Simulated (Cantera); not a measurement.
Feed: 1 mol PbO, 1 mol CO, 0.27 mol N2, equilibrated at 1.60 bar.

Equilibrium computed with Cantera from the NASA thermochemical tables; the gas is ideal and each condensed phase is pure. Candidate condensed phases: C, Pb, PbO, PbO2, Pb3O4; 27 gas species. Each liquid is taken as pure. Mutual solubility and eutectic melting of coexisting phases are not modelled. Gases not in the tables: (PbO)n polymers. Rates play no part.

x: gas mole fraction; n: condensed amount in mol.

```tsv
T (K)	x CO2	x N2	x Pb	x CO	n Pb(l)	n PbO(yellow)	n PbO(l)
873	0.787	0.213	3.97e-7	___	1.000	0	0
948	0.787	0.213	2.99e-6	___	1.000	0	0
1023	0.787	0.213	1.67e-5	___	1.000	0.000122	0
1098	0.787	0.213	7.30e-5	___	1.000	0.000202	0
1173	0.787	0.213	0.000264	___	0.999	0	0.000307
1248	0.786	0.212	0.000813	___	0.998	0	0.000456
1323	0.785	0.212	0.00220	___	0.996	0	0.000461
1398	0.781	0.211	0.00533	___	0.992	0	0
1473	0.773	0.210	0.0118	___	0.981	0	0
```

### Question
Fill in the missing entries.

### Answer

- 873, x CO: 2.62e-5
- 948, x CO: 5.28e-5
- 1023, x CO: 9.63e-5
- 1098, x CO: 0.000162
- 1173, x CO: 0.000266
- 1248, x CO: 0.000469
- 1323, x CO: 0.000779
- 1398, x CO: 0.00129
- 1473, x CO: 0.00268
